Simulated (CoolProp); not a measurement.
R13 along the isobar 0.895 MPa: Z from the reference equation and from simpler models built on Tc = 29.9 °C, pc = 3.973 MPa, ω = 0.175; each cubic takes its own stable root.

Model: reference Helmholtz-energy equation of state, Platzer 1990, in CoolProp. This equation is an older, rougher fit; its heat capacities, sound speeds and derivatives of the liquid may be far off and weren't checked against measurements.

```json
[
 {"T (°C)": "-160.15", "phase": "liquid", "reference": "0.05524", "van der Waals": "0.08629", "Redlich-Kwong": "0.05794", "Soave-Redlich-Kwong": "0.05782", "Peng-Robinson": "0.05158"},
 {"T (°C)": "-151.95", "phase": "liquid", "reference": "0.05232", "van der Waals": "0.08145", "Redlich-Kwong": "0.05471", "Soave-Redlich-Kwong": "0.05452", "Peng-Robinson": "0.04859"},
 {"T (°C)": "-143.75", "phase": "liquid", "reference": "0.04980", "van der Waals": "0.07727", "Redlich-Kwong": "0.05194", "Soave-Redlich-Kwong": "0.05168", "Peng-Robinson": "0.04603"},
 {"T (°C)": "-135.55", "phase": "liquid", "reference": "0.04760", "van der Waals": "0.07364", "Redlich-Kwong": "0.04956", "Soave-Redlich-Kwong": "0.04922", "Peng-Robinson": "0.04380"},
 {"T (°C)": "-127.45", "phase": "liquid", "reference": "0.04571", "van der Waals": "0.07052", "Redlich-Kwong": "0.04751", "Soave-Redlich-Kwong": "0.04711", "Peng-Robinson": "0.04189"},
 {"T (°C)": "-119.25", "phase": "liquid", "reference": "0.04402", "van der Waals": "0.06775", "Redlich-Kwong": "0.04572", "Soave-Redlich-Kwong": "0.04525", "Peng-Robinson": "0.04021"},
 {"T (°C)": "-111.05", "phase": "liquid", "reference": "0.04253", "van der Waals": "0.06533", "Redlich-Kwong": "0.04417", "Soave-Redlich-Kwong": "0.04363", "Peng-Robinson": "0.03874"},
 {"T (°C)": "-102.85", "phase": "liquid", "reference": "0.04122", "van der Waals": "0.06321", "Redlich-Kwong": "0.04283", "Soave-Redlich-Kwong": "0.04223", "Peng-Robinson": "0.03746"},
 {"T (°C)": "-94.65", "phase": "liquid", "reference": "0.04007", "van der Waals": "0.06137", "Redlich-Kwong": "0.04169", "Soave-Redlich-Kwong": "0.04102", "Peng-Robinson": "0.03636"},
 {"T (°C)": "-86.55", "phase": "liquid", "reference": "0.03907", "van der Waals": "0.05979", "Redlich-Kwong": "0.04073", "Soave-Redlich-Kwong": "0.04000", "Peng-Robinson": "0.03542"},
 {"T (°C)": "-78.35", "phase": "liquid", "reference": "0.03820", "van der Waals": "0.05843", "Redlich-Kwong": "0.03992", "Soave-Redlich-Kwong": "0.03913", "Peng-Robinson": "0.03462"},
 {"T (°C)": "-70.15", "phase": "liquid", "reference": "0.03745", "van der Waals": "0.05730", "Redlich-Kwong": "0.03928", "Soave-Redlich-Kwong": "0.03842", "Peng-Robinson": "0.03397"},
 {"T (°C)": "-61.95", "phase": "liquid", "reference": "0.03682", "van der Waals": "0.05640", "Redlich-Kwong": "0.03880", "Soave-Redlich-Kwong": "0.03787", "Peng-Robinson": "0.03346"},
 {"T (°C)": "-53.75", "phase": "liquid", "reference": "0.03631", "van der Waals": "0.8309", "Redlich-Kwong": "0.03849", "Soave-Redlich-Kwong": "0.03748", "Peng-Robinson": "0.03309"},
 {"T (°C)": "-45.65", "phase": "liquid", "reference": "0.03593", "van der Waals": "0.8473", "Redlich-Kwong": "0.03836", "Soave-Redlich-Kwong": "0.03727", "Peng-Robinson": "0.03288"},
 {"T (°C)": "-37.45", "phase": "liquid", "reference": "0.03569", "van der Waals": "0.8615", "Redlich-Kwong": "0.03845", "Soave-Redlich-Kwong": "0.03726", "Peng-Robinson": "0.03285"}
]
```

At some of these states van der Waals gives the other phase, because its saturation line lies elsewhere.
